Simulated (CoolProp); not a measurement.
Properties of R115 along the isobar 698 kPa.

Model: reference Helmholtz-energy equation of state, Lemmon 2016, in CoolProp.

```json
[
 {"T (K)": "244.4", "phase": "liquid", "Z": "0.03509", "cp (kJ/(kg K))": "0.9520", "cv (kJ/(kg K))": "0.6433", "speed of sound (m/s)": "572.2", "expansivity (1/kK)": "2.390"},
 {"T (K)": "265.7", "phase": "liquid", "Z": "0.03410", "cp (kJ/(kg K))": "0.9997", "cv (kJ/(kg K))": "0.6723", "speed of sound (m/s)": "483.6", "expansivity (1/kK)": "2.799"},
 {"T (K)": "287", "phase": "liquid", "Z": "0.03374", "cp (kJ/(kg K))": "1.065", "cv (kJ/(kg K))": "0.7029", "speed of sound (m/s)": "393.9", "expansivity (1/kK)": "3.512"},
 {"T (K)": "308.3", "phase": "gas", "Z": "0.8711", "cp (kJ/(kg K))": "0.7970", "cv (kJ/(kg K))": "0.6965", "speed of sound (m/s)": "118.8", "expansivity (1/kK)": "5.143"},
 {"T (K)": "329.6", "phase": "gas", "Z": "0.9001", "cp (kJ/(kg K))": "0.8016", "cv (kJ/(kg K))": "0.7154", "speed of sound (m/s)": "126.2", "expansivity (1/kK)": "4.287"},
 {"T (K)": "350.9", "phase": "gas", "Z": "0.9206", "cp (kJ/(kg K))": "0.8154", "cv (kJ/(kg K))": "0.7373", "speed of sound (m/s)": "132.7", "expansivity (1/kK)": "3.741"},
 {"T (K)": "372.2", "phase": "gas", "Z": "0.9358", "cp (kJ/(kg K))": "0.8326", "cv (kJ/(kg K))": "0.7595", "speed of sound (m/s)": "138.4", "expansivity (1/kK)": "3.350"},
 {"T (K)": "393.5", "phase": "gas", "Z": "0.9475", "cp (kJ/(kg K))": "0.8506", "cv (kJ/(kg K))": "0.7811", "speed of sound (m/s)": "143.8", "expansivity (1/kK)": "3.051"},
 {"T (K)": "414.8", "phase": "gas", "Z": "0.9567", "cp (kJ/(kg K))": "0.8686", "cv (kJ/(kg K))": "0.8016", "speed of sound (m/s)": "148.7", "expansivity (1/kK)": "2.812"},
 {"T (K)": "436.1", "phase": "gas", "Z": "0.9641", "cp (kJ/(kg K))": "0.8860", "cv (kJ/(kg K))": "0.8209", "speed of sound (m/s)": "153.4", "expansivity (1/kK)": "2.615"},
 {"T (K)": "457.4", "phase": "gas", "Z": "0.9700", "cp (kJ/(kg K))": "0.9025", "cv (kJ/(kg K))": "0.8390", "speed of sound (m/s)": "157.8", "expansivity (1/kK)": "2.449"},
 {"T (K)": "478.7", "phase": "gas", "Z": "0.9750", "cp (kJ/(kg K))": "0.9182", "cv (kJ/(kg K))": "0.8559", "speed of sound (m/s)": "162.1", "expansivity (1/kK)": "2.305"},
 {"T (K)": "500", "phase": "gas", "Z": "0.9791", "cp (kJ/(kg K))": "0.9328", "cv (kJ/(kg K))": "0.8715", "speed of sound (m/s)": "166.2", "expansivity (1/kK)": "2.180"}
]
```
